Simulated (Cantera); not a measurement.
Feed: 1 mol KOH, 6.6 mol CO2, 0.011 mol O2, held at 1475 °C and 750 Torr.

These are equilibrium values from Cantera (NASA tables, ideal gas, pure condensed phases), not measurements of a reactor. Candidate condensed phases: C, C6H6, C7H8, C8H18, H2O, K, KOH, KO2, K2CO3, K2O, K2O2; 116 gas species. Equilibrium is a limit: real reactors are often held back by kinetics, nucleation or transport.

Base state: CO2 0.870, KOH 0.0993, H2O 0.0173, K 0.00740, O2 0.00409, CO 0.00161, KO 8.63e-5, OH 7.76e-5 (mole fractions); condensed: K2CO3(l).

### Question
What changes in the equilibrium state with this change: KOH replaced by NaOH?

### Answer
| species | before | after |
|---|---|---|
| CO2 | 0.870 | 0.901 |
| H2O | 0.0173 | 0.0562 |
| NaOH | 0 | 0.0322 |
| KOH | 0.0993 | 0 |
| K | 0.00740 | 0 |
| Na | 0 | 0.00505 |
| KO | 8.63e-5 | 0 |
| NaO | 0 | 6.03e-5 |
| K2CO3(l), mol | 0.101 | 0 |
| Na2CO3(l), mol | 0 | 0.371 |
Further candidate phases: Na, NaOH, NaO2, Na2CO3, Na2O, Na2O2.

### Question
What changes in the equilibrium state with this change: pressure from 750 Torr to 16.5 Torr?

### Answer
```
species         before    after
-------------  -------  -------
CO2              0.870    0.825
KOH             0.0993   0.0723
K              0.00740   0.0533
O2             0.00409   0.0171
H2O             0.0173   0.0265
K2(OH)2        5.46e-5  6.36e-7
H              6.81e-7  1.03e-5
O              4.70e-6  6.47e-5
K2CO3(l), mol    0.101        0
```

### Question
What changes in the equilibrium state with this change: KOH replaced by K2CO3?

### Answer
```
species         before    after
-------------  -------  -------
CO2              0.870    0.987
K              0.00740  0.00689
O2             0.00409  0.00424
KOH             0.0993        0
H2O             0.0173        0
OH             7.76e-5        0
K2(OH)2        5.46e-5        0
CO             0.00161  0.00179
KO             8.63e-5  8.17e-5
K2CO3(l), mol    0.101    0.977
```
